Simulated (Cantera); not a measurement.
**Silicon etching in halogen gases: Si + F₂ + N₂**

Charge: 1 mol Si, a varied amount of F₂, 8 mol N₂, equilibrated at 900 °C and 4500 Pa.

Cantera equilibrium calculation (NASA polynomials, part measured and part estimated; ideal gas, pure solids and liquids). Candidate condensed phases: Si, Si₃N₄; 16 gas species. N₂ is the only nitrogen source here; it is nearly inert below about 1500 K, so the nitride shown seldom forms there in practice. The tables' values for SiF₃ are old estimates; treat these amounts as uncertain. Equilibrium is a limit: real reactors are often held back by kinetics, nucleation or transport.

```json
[
 {"n(F₂) (mol)": "0.52", "x N₂": "0.967", "x F": "<1e-12", "x SiF₄": "0.0334", "x F₂": "<1e-12", "x SiF₃": "7.73e-5", "x NF₃": "<1e-12", "x NF₂": "<1e-12", "x SiF₂": "2.12e-7", "n Si₃N₄(s)": "0.247"},
 {"n(F₂) (mol)": "0.78", "x N₂": "0.951", "x F": "<1e-12", "x SiF₄": "0.0488", "x F₂": "<1e-12", "x SiF₃": "0.000103", "x NF₃": "<1e-12", "x NF₂": "<1e-12", "x SiF₂": "2.57e-7", "n Si₃N₄(s)": "0.203"},
 {"n(F₂) (mol)": "1.2", "x N₂": "0.928", "x F": "<1e-12", "x SiF₄": "0.0719", "x F₂": "<1e-12", "x SiF₃": "0.000138", "x NF₃": "<1e-12", "x NF₂": "<1e-12", "x SiF₂": "3.15e-7", "n Si₃N₄(s)": "0.133"},
 {"n(F₂) (mol)": "1.8", "x N₂": "0.898", "x F": "<1e-12", "x SiF₄": "0.102", "x F₂": "<1e-12", "x SiF₃": "0.000180", "x NF₃": "<1e-12", "x NF₂": "<1e-12", "x SiF₂": "3.79e-7", "n Si₃N₄(s)": "0.0332"},
 {"n(F₂) (mol)": "2.7", "x N₂": "0.772", "x F": "0.127", "x SiF₄": "0.0965", "x F₂": "0.00403", "x SiF₃": "<1e-12", "x NF₃": "4.23e-7", "x NF₂": "5.68e-8", "x SiF₂": "<1e-12", "n Si₃N₄(s)": "0"},
 {"n(F₂) (mol)": "4", "x N₂": "0.627", "x F": "0.276", "x SiF₄": "0.0784", "x F₂": "0.0189", "x SiF₃": "<1e-12", "x NF₃": "3.88e-6", "x NF₂": "2.41e-7", "x SiF₂": "<1e-12", "n Si₃N₄(s)": "0"},
 {"n(F₂) (mol)": "6.1", "x N₂": "0.485", "x F": "0.412", "x SiF₄": "0.0606", "x F₂": "0.0424", "x SiF₃": "<1e-12", "x NF₃": "1.14e-5", "x NF₂": "4.73e-7", "x SiF₂": "<1e-12", "n Si₃N₄(s)": "0"},
 {"n(F₂) (mol)": "9.1", "x N₂": "0.368", "x F": "0.519", "x SiF₄": "0.0460", "x F₂": "0.0671", "x SiF₃": "<1e-12", "x NF₃": "1.99e-5", "x NF₂": "6.53e-7", "x SiF₂": "<1e-12", "n Si₃N₄(s)": "0"}
]
```
x: gas mole fraction; n: condensed amount in mol.

From 0.52 mol F₂ to 1.8 mol F₂ the condensed part is Si₃N₄(s). From 2.7 mol F₂ to 9.1 mol F₂ nothing is condensed. The main Si-bearing gas is SiF₄ throughout.
